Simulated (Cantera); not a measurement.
An isothermal, constant-pressure homogeneous reactor starts with 6.25 % NH₃, 93.8 % H₂, at 1850 K and 443 Torr.

Computed with Cantera and the gas-phase N/H chemistry of the illustrative SiF4/NH3 mechanism in the Surface Chemkin manual (1991). Walls and surfaces, which speed up NH3 decomposition in real reactors, are not modelled.

x: mole fraction; the columns are a selection and need not sum to one.

```json
[
 {"t (s)": "1.00e-6", "x NH₃": "0.0625", "x H₂": "0.938", "x H": "1.13e-7", "x N₂H₄": "<1e-12", "x N₂H₂": "<1e-12", "x N₂": "<1e-12", "x NH₂": "3.34e-8"},
 {"t (s)": "5.24e-6", "x NH₃": "0.0625", "x H₂": "0.937", "x H": "6.39e-7", "x N₂H₄": "<1e-12", "x N₂H₂": "<1e-12", "x N₂": "<1e-12", "x NH₂": "1.30e-7"},
 {"t (s)": "2.75e-5", "x NH₃": "0.0625", "x H₂": "0.937", "x H": "3.40e-6", "x N₂H₄": "<1e-12", "x N₂H₂": "1.52e-12", "x N₂": "<1e-12", "x NH₂": "6.33e-7"},
 {"t (s)": "0.000144", "x NH₃": "0.0625", "x H₂": "0.937", "x H": "1.78e-5", "x N₂H₄": "1.09e-11", "x N₂H₂": "4.89e-11", "x N₂": "4.08e-10", "x NH₂": "3.27e-6"},
 {"t (s)": "0.000756", "x NH₃": "0.0625", "x H₂": "0.937", "x H": "9.28e-5", "x N₂H₄": "2.94e-10", "x N₂H₂": "?", "x N₂": "1.76e-7", "x NH₂": "1.69e-5"},
 {"t (s)": "0.00397", "x NH₃": "0.0623", "x H₂": "0.937", "x H": "0.000368", "x N₂H₄": "4.59e-9", "x N₂H₂": "?", "x N₂": "3.63e-5", "x NH₂": "6.70e-5"},
 {"t (s)": "0.0208", "x NH₃": "0.0609", "x H₂": "0.938", "x H": "0.000443", "x N₂H₄": "6.33e-9", "x N₂H₂": "?", "x N₂": "0.000685", "x NH₂": "7.88e-5"},
 {"t (s)": "0.109", "x NH₃": "0.0541", "x H₂": "0.941", "x H": "0.000457", "x N₂H₄": "5.29e-9", "x N₂H₂": "?", "x N₂": "0.00390", "x NH₂": "7.20e-5"},
 {"t (s)": "0.572", "x NH₃": "0.0314", "x H₂": "0.953", "x H": "0.000522", "x N₂H₄": "2.27e-9", "x N₂H₂": "?", "x N₂": "0.0146", "x NH₂": "4.72e-5"},
 {"t (s)": "3.00", "x NH₃": "0.00654", "x H₂": "0.966", "x H": "0.000658", "x N₂H₄": "1.51e-10", "x N₂H₂": "?", "x N₂": "0.0263", "x NH₂": "1.22e-5"}
]
```

**Question.** Complete the blanks.

**Answer.** 
- 0.000756, x N₂H₂: 1.71e-9
- 0.00397, x N₂H₂: 4.55e-8
- 0.0208, x N₂H₂: 6.90e-8
- 0.109, x N₂H₂: 5.84e-8
- 0.572, x N₂H₂: 2.65e-8
- 3.00, x N₂H₂: 1.98e-9
